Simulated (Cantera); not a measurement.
What does this Cantera script print?

```python
import numpy as np
import cantera as ct

gas_names = """
    CL CL2 H HCL H2 Si SiCL SiCL2 SiCL3 SiCL4 SiH SiHCL3 SiH2 SiH2CL2 SiH3 SiH3CL SiH4 Si2 Si3
""".split()
cond_names = """
    Si(cr) Si(L)
""".split()


def load(file, names, dense=False):
    # The tables refer to 1 bar. Condensed volumes are neglected.
    table = {s.name: s for s in ct.Species.list_from_file(file)}
    out = []
    for n in names:
        d = dict(table[n].input_data)
        d["thermo"] = dict(d["thermo"], **{"reference-pressure": 1e5})
        if dense:
            d["equation-of-state"] = {"model": "constant-volume", "density": "1e6 g/cm^3"}
        out.append(ct.Species.from_dict(d))
    return out


gas = ct.Solution(thermo="ideal-gas", species=load("nasa_gas.yaml", gas_names))
cond = {s.name: ct.Solution(thermo="fixed-stoichiometry", species=[s], name=s.name)
        for s in load("nasa_condensed.yaml", cond_names, dense=True)}
atoms = {
    'SiH2Cl2': {'Si': 1, 'H': 2, 'CL': 2},
    'HCl': {'H': 1, 'CL': 1},
    'H2': {'H': 2},
}
top_T = {}  # K; cautious upper limits of use, not melting points


def equilibrate(T, P, feed):
    n = {}
    for name, mol in feed.items():
        for a, k in atoms[name].items():
            n[a] = n.get(a, 0.0) + k * mol
    gas.TPX = T, P, n
    mass = sum(n.values()) * gas.mean_molecular_weight
    gas.equilibrate("TP")
    valid = [c for c in cond.values() if c.min_temp <= T <= top_T.get(c.name, c.max_temp)]
    mix = ct.Mixture([(gas, mass / gas.mean_molecular_weight)] + [(c, 0.0) for c in valid])
    mix.T, mix.P = T, P
    mix.equilibrate("TP", solver="vcs", rtol=1e-11, max_steps=5000)
    return mix


results = []
feed = {'SiH2Cl2': 1, 'HCl': 0.044, 'H2': 4.3}  # mol
P = 13332.2  # Pa
for T in [873, 973, 1073, 1173, 1273, 1373, 1473]:
    mix = equilibrate(T, P, feed)
    results.append((T, P, feed, dict(zip(mix.species_names, mix.species_moles))))

top = {s: max(r[3][s] / sum(r[3][g] for g in gas_names) for r in results) for s in gas_names}
cols = sorted((s for s in top if top[s] > 0.001), key=lambda s: -top[s])[:7]
seen = [c for c in cond_names if any(r[3].get(c, 0) > 1e-12 for r in results)]
print("log10 of partial pressures in bar; condensed amounts in mol")
print(f"{'T/K':>10s}" + "".join(f"{s[:9]:>10s}" for s in cols + seen))
for T, P, feed, n in results:
    ng = sum(n[g] for g in gas_names)
    print(f"{T:10.4g}" + "".join(f"{np.log10(max(n[s] / ng * P / 1e5, 1e-99)):10.3f}" for s in cols)
          + "".join(f"{n.get(c, 0):10.4g}" for c in seen))
```

It prints:

```
log10 of partial pressures in bar; condensed amounts in mol
       T/K        H2       HCL     SiCL4     SiCL2    SiHCL3     SiCL3    Si(cr)
       873    -0.920    -3.177    -2.050    -5.332    -2.462    -4.576    0.4556
       973    -0.923    -2.747    -2.062    -4.364    -2.489    -3.942    0.4682
      1073    -0.929    -2.406    -2.097    -3.594    -2.532    -3.447    0.4875
      1173    -0.939    -2.140    -2.177    -2.984    -2.609    -3.077    0.5071
      1273    -0.954    -1.945    -2.345    -2.523    -2.752    -2.842     0.511
      1373    -0.970    -1.822    -2.655    -2.216    -3.002    -2.768    0.4897
      1473    -0.980    -1.765    -3.120    -2.052    -3.363    -2.853    0.4598
```

Method: chemical equilibrium by Gibbs-energy minimisation in Cantera with the NASA 1993 tables (ideal gas, pure condensed phases). The tables' values for SiCl3 are old estimates; treat these amounts as uncertain.
